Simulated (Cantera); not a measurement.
A closed system holds: 1 mol Si₂H₆, 0.23 mol O₃, 0.94 mol N₂O, at 1773 K and 0.100 bar.

Method: chemical equilibrium by Gibbs-energy minimisation in Cantera with the NASA 1993 tables (ideal gas, pure condensed phases). Candidate condensed phases: H₂O, Si, SiO₂, Si₂N₂O, Si₃N₄; 35 gas species. The feed counts by its element totals alone. Mutual solubility and eutectic melting of coexisting phases are not modelled. The tables hold silica as quartz up to 1696 K and as liquid above; real silica turns to tridymite and cristobalite and melts near 1996 K. The numbers say what is thermodynamically allowed, not how fast it happens.

Base state: H₂ 0.880, N₂ 0.0628, SiO 0.0566, H 0.000844, H₂O 0.000200 (mole fractions); condensed: SiO₂(condensed) + Si₂N₂O(s).

### Question
What changes in the equilibrium state with this change: O₃ from 0.23 to 0.093 mol?

### Answer
```tsv
species	before	after
H₂	0.880	0.897
SiO	0.0566	0.0737
N₂	0.0628	0.0284
H₂O	0.000200	0.000156
H	0.000844	0.000852
SiO₂(condensed), mol	0.355	0.0635
Si₂N₂O(s), mol	0.726	0.845
```

### Question
What changes in the equilibrium state with this change: temperature from 1773 K to 600 K?

### Answer
```json
[
 {"species": "H₂", "before": "0.880", "after": "0.952"},
 {"species": "N₂", "before": "0.0628", "after": "0.0472"},
 {"species": "NH₃", "before": "6.39e-7", "after": "0.000840"},
 {"species": "SiO", "before": "0.0566", "after": "<1e-9"},
 {"species": "H", "before": "0.000844", "after": "<1e-9"},
 {"species": "H₂O", "before": "0.000200", "after": "6.75e-7"},
 {"species": "SiO₂(condensed), mol", "before": "0.355", "after": "0"},
 {"species": "Si₂N₂O(s), mol", "before": "0.726", "after": "0.790"},
 {"species": "SiO₂(α-quartz), mol", "before": "0", "after": "0.420"}
]
```

### Question
What changes in the equilibrium state with this change: O₃ from 0.23 to 0.059 mol?

### Answer
```json
[
 {"species": "H₂", "before": "0.880", "after": "0.911"},
 {"species": "SiO", "before": "0.0566", "after": "0.0709"},
 {"species": "N₂", "before": "0.0628", "after": "0.0172"},
 {"species": "H₂O", "before": "0.000200", "after": "8.91e-5"},
 {"species": "H", "before": "0.000844", "after": "0.000859"},
 {"species": "SiO₂(condensed), mol", "before": "0.355", "after": "0"},
 {"species": "Si₂N₂O(s), mol", "before": "0.726", "after": "0.883"}
]
```
